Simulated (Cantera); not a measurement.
A closed system holds: 1 mol n-butane, 0.027 mol H2O, held at 1.33 mbar.

Cantera equilibrium calculation (NASA polynomials, part measured and part estimated; ideal gas, pure solids and liquids). Candidate condensed phases: C, C6H6, C7H8, C8H18, H2O; 110 gas species. The numbers say what is thermodynamically allowed, not how fast it happens.

Question: At 1002 °C, list the 4 most abundant gas species with their mole fractions, and the condensed phases.

Answer: H2 0.995, CO 0.00534, H 2.01e-5, CH4 1.22e-5. Condensed: C(graphite).
